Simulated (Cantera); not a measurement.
Cantera run:

```python
import numpy as np
import cantera as ct

gas_names = [...]  # 97 gases of nasa_gas.yaml made of Al, C, H, N
cond_names = """
    AL(cr) AL(L) ALN(s) C(gr) C6H6(L) C7H8(L) C8H18(L),n-octa
""".split()


# ... load() reads the species with a 1 bar reference pressure and builds the phases ...
atoms = {
    'Al(CH3)3': {'AL': 1, 'C': 3, 'H': 9},
    'NH3': {'N': 1, 'H': 3},
    'H2': {'H': 2},
}
top_T = {'ALN(s)': 2750, 'C(gr)': 4500}  # K; cautious upper limits of use, not melting points


# ... equilibrate(T, P, feed) seeds the gas with the atoms and calls Mixture.equilibrate('TP', solver="vcs", rtol=1e-11, max_steps=5000) ...
results = []
feed = {'Al(CH3)3': 1, 'NH3': 11, 'H2': 310}  # mol
T = 1473.15  # K
for P in [10, 46, 220, 1000, 4600, 22000, 100000]:
    mix = equilibrate(T, P, feed)
    results.append((T, P, feed, dict(zip(mix.species_names, mix.species_moles))))

top = {s: max(r[3][s] / sum(r[3][g] for g in gas_names) for r in results) for s in gas_names}
cols = sorted((s for s in top if top[s] > 0.0001), key=lambda s: -top[s])[:9]
seen = [c for c in cond_names if any(r[3].get(c, 0) > 1e-12 for r in results)]
print("log10 of partial pressures in bar; condensed amounts in mol")
print(f"{'P/Pa':>10s}" + "".join(f"{s[:9]:>10s}" for s in cols + seen))
for T, P, feed, n in results:
    ng = sum(n[g] for g in gas_names)
    print(f"{P:10.4g}" + "".join(f"{np.log10(max(n[s] / ng * P / 1e5, 1e-99)):10.3f}" for s in cols)
          + "".join(f"{n.get(c, 0):10.4g}" for c in seen))
```

Result:

```
log10 of partial pressures in bar; condensed amounts in mol
      P/Pa        H2        N2       CH4         H        AL       HCN    ALN(s)     C(gr)
        10    -4.007    -5.826   -10.547    -6.901    -7.700    -7.976     0.932      2.96
        46    -3.344    -5.166    -9.221    -6.569    -8.030    -7.315     0.993     2.959
       220    -2.664    -4.487    -7.861    -6.229    -8.370    -6.635    0.9993     2.958
      1000    -2.007    -3.829    -6.546    -5.900    -8.699    -5.977    0.9999      2.95
      4600    -1.344    -3.166    -5.220    -5.569    -9.030    -5.315         1     2.916
   2.2e+04    -0.664    -2.486    -3.861    -5.229    -9.370    -4.635         1     2.749
     1e+05    -0.008    -1.828    -2.548    -4.901    -9.699    -3.977         1      2.01
```

Cantera equilibrium calculation (NASA polynomials, part measured and part estimated; ideal gas, pure solids and liquids). The feed counts by its element totals alone.
